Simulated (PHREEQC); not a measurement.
Model water analysis in mmol/kgw, 25 °C, pH 6.27, pe 10.5:

```
constituent           mmol/kgw
--------------------  --------
Na                        6.07
K                      0.00555
Ca                        1.33
Mg                        0.14
Cl                        3.06
S(6)                      2.54
Alkalinity (meq/kgw)     0.678
Cd                       0.007
```

Valence states are taken as typed.

Model: ion-association model, wateq4f.dat, run in PHREEQC.

| Quantity | Value |
|---|---|
| ionic strength | 0.0119 mol/kgw |
| charge-balance error | 1.3 % |

```csv
species,molality,activity,log γ
Na+,0.00602,0.00540,-0.048
Cl-,0.00306,0.00273,-0.049
SO4-2,0.00226,0.00146,-0.189
Ca+2,0.00111,0.000724,-0.187
CO2,0.000724,0.000727,0.001
HCO3-,0.000670,0.000602,-0.047
CaSO4,0.000211,0.000211,0.001
Mg+2,0.000114,7.47e-5,-0.183
NaSO4-,4.40e-5,3.95e-5,-0.047
MgSO4,2.55e-5,2.56e-5,0.001
CaHCO3+,6.18e-6,5.56e-6,-0.046
K+,5.49e-6,4.90e-6,-0.049
```

This is a speciation only: nothing precipitates in the calculation.
